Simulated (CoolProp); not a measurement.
Properties of R404A along the isobar 2240 kPa.

The numbers come from the reference Helmholtz-energy equation of state, Lemmon 2003 in CoolProp. It is a pseudo-pure fit of the blend.

```json
[
 {"T (°C)": "-27.15", "phase": "liquid", "density (kg/m³)": "1253", "cv (kJ/(kg K))": "0.8456", "Joule-Thomson coefficient (K/MPa)": "-0.2294", "isothermal compressibility (1/MPa)": "0.002928"},
 {"T (°C)": "-4.05", "phase": "liquid", "density (kg/m³)": "1175", "cv (kJ/(kg K))": "0.8767", "Joule-Thomson coefficient (K/MPa)": "-0.1062", "isothermal compressibility (1/MPa)": "0.004576"},
 {"T (°C)": "19.05", "phase": "liquid", "density (kg/m³)": "1083", "cv (kJ/(kg K))": "0.9118", "Joule-Thomson coefficient (K/MPa)": "0.1281", "isothermal compressibility (1/MPa)": "0.008270"},
 {"T (°C)": "88.35", "phase": "gas", "density (kg/m³)": "92.10", "cv (kJ/(kg K))": "0.9504", "Joule-Thomson coefficient (K/MPa)": "10.78", "isothermal compressibility (1/MPa)": "0.5839"},
 {"T (°C)": "111.45", "phase": "gas", "density (kg/m³)": "81.48", "cv (kJ/(kg K))": "0.9683", "Joule-Thomson coefficient (K/MPa)": "8.528", "isothermal compressibility (1/MPa)": "0.5393"},
 {"T (°C)": "134.45", "phase": "gas", "density (kg/m³)": "73.84", "cv (kJ/(kg K))": "0.9922", "Joule-Thomson coefficient (K/MPa)": "6.983", "isothermal compressibility (1/MPa)": "0.5139"},
 {"T (°C)": "157.55", "phase": "gas", "density (kg/m³)": "67.89", "cv (kJ/(kg K))": "1.019", "Joule-Thomson coefficient (K/MPa)": "5.843", "isothermal compressibility (1/MPa)": "0.4973"},
 {"T (°C)": "180.65", "phase": "gas", "density (kg/m³)": "63.05", "cv (kJ/(kg K))": "1.046", "Joule-Thomson coefficient (K/MPa)": "4.971", "isothermal compressibility (1/MPa)": "0.4857"},
 {"T (°C)": "203.75", "phase": "gas", "density (kg/m³)": "59.01", "cv (kJ/(kg K))": "1.072", "Joule-Thomson coefficient (K/MPa)": "4.285", "isothermal compressibility (1/MPa)": "0.4772"},
 {"T (°C)": "226.85", "phase": "gas", "density (kg/m³)": "55.55", "cv (kJ/(kg K))": "1.099", "Joule-Thomson coefficient (K/MPa)": "3.733", "isothermal compressibility (1/MPa)": "0.4708"}
]
```
